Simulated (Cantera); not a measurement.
Cantera run:

```python
import numpy as np
import cantera as ct

gas_names = [...]  # 151 gases of nasa_gas.yaml made of C, H, N, O, Si
cond_names = """
    C(gr) C6H6(L) C7H8(L) C8H18(L),n-octa H2O(s) H2O(L) Si(cr) Si(L) SiC(b) SiO2(Lqz) SiO2(hqz) SiO2(L)
    Si2N2O(s) Si3N4(a)
""".split()


# ... load() reads the species with a 1 bar reference pressure and builds the phases ...
atoms = {
    'Si2H6': {'Si': 2, 'H': 6},
    'N2O': {'N': 2, 'O': 1},
    'N2': {'N': 2},
    'CO2': {'C': 1, 'O': 2},
}
top_T = {'C(gr)': 4500, 'SiC(b)': 3050, 'Si2N2O(s)': 2100, 'Si3N4(a)': 2400}  # K; cautious upper limits of use, not melting points


# ... equilibrate(T, P, feed) seeds the gas with the atoms and calls Mixture.equilibrate('TP', solver="vcs", rtol=1e-11, max_steps=5000) ...
results = []
T = 525  # K
P = 1333.22  # Pa
for m in [3.6, 5, 6.4, 7.8, 9.2, 11, 12, 13, 15]:
    feed = {'Si2H6': 1, 'N2O': 1.8, 'N2': 16, 'CO2': m}  # mol
    mix = equilibrate(T, P, feed)
    results.append((T, P, feed, dict(zip(mix.species_names, mix.species_moles))))

top = {s: max(r[3][s] / sum(r[3][g] for g in gas_names) for r in results) for s in gas_names}
cols = sorted((s for s in top if top[s] > 0.0001), key=lambda s: -top[s])[:5]
seen = [c for c in cond_names if any(r[3].get(c, 0) > 1e-12 for r in results)]
print("log10 of partial pressures in bar; condensed amounts in mol")
print(f"{'n(CO2)':>10s}" + "".join(f"{s[:9]:>10s}" for s in cols + seen))
for T, P, feed, n in results:
    ng = sum(n[g] for g in gas_names)
    print(f"{feed['CO2']:10.4g}" + "".join(f"{np.log10(max(n[s] / ng * P / 1e5, 1e-99)):10.3f}" for s in cols)
          + "".join(f"{n.get(c, 0):10.4g}" for c in seen))
```

Output:

```
log10 of partial pressures in bar; condensed amounts in mol
    n(CO2)        N2       CO2       H2O        H2       CH4     C(gr) SiO2(Lqz)
       3.6    -1.969    -3.036    -2.931    -3.433    -3.871     1.846         2
         5    -1.995    -2.797    -2.908    -3.530    -4.064     2.032         2
       6.4    -2.020    -2.653    -2.908    -3.602    -4.208     2.131         2
       7.8    -2.043    -2.553    -2.917    -3.660    -4.325     2.193         2
       9.2    -2.066    -2.479    -2.929    -3.710    -4.424     2.235         2
        11    -2.093    -2.407    -2.947    -3.764    -4.533     2.273         2
        12    -2.107    -2.374    -2.958    -3.791    -4.586     2.289         2
        13    -2.121    -2.346    -2.968    -3.816    -4.636     2.303         2
        15    -2.148    -2.298    -2.990    -3.861    -4.727     2.324         2
```

Method: chemical equilibrium by Gibbs-energy minimisation in Cantera with the NASA 1993 tables (ideal gas, pure condensed phases). The feed counts by its element totals alone.
